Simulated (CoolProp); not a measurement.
The fluid at 421.14 K and 7.2 MPa is throttled through a valve to 2.72 MPa with no heat exchange. The same conditions are run with several fluids, on thermodynamics alone (safety and materials aside).

Computed with CoolProp (reference Helmholtz-energy equation of state of each fluid (R245fa: Akasaka 2015; dodecamethylpentasiloxane (MD3M): Thol 2019; n-decane: Lemmon 2006; n-octane: Beckmüller 2019; n-heptane: Span 2003)).

```
fluid                             temperature change (K)                       final phase  final density (kg/m³)
--------------------------------  ----------------------  --------------------------------  ---------------------
R245fa                                             -10.3  two-phase, vapour fraction 0.105                    645
dodecamethylpentasiloxane (MD3M)                    +1.4                            liquid                    755
n-decane                                            +1.2                            liquid                    631
n-octane                                            +1.0                            liquid                    594
n-heptane                                           +0.7                            liquid                    569
```
